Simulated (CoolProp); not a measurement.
Octamethyltrisiloxane (MDM) at several states: fugacity coefficient from the reference equation and from simpler models built on Tc = 292.2 °C, pc = 1.438 MPa, ω = 0.528; each cubic takes its own stable root.

Model: reference Helmholtz-energy equation of state, Thol 2017, in CoolProp.

```tsv
T (°C)	p (MPa)	phase	reference	Soave-Redlich-Kwong	Peng-Robinson
-42.25	5.18	liquid	…	7.121e-7	…
190.55	0.298	liquid	…	…	…
-54.15	0.13	liquid	…	…	…
```

Question: What belongs in the gaps?

Answer: 
- -42.25, reference: 4.508e-7
- -42.25, Peng-Robinson: 8.859e-7
- 190.55, reference: 0.7348
- 190.55, Soave-Redlich-Kwong: 0.7398
- 190.55, Peng-Robinson: 0.7280
- -54.15, reference: 1.853e-6
- -54.15, Soave-Redlich-Kwong: 2.893e-6
- -54.15, Peng-Robinson: 4.140e-6
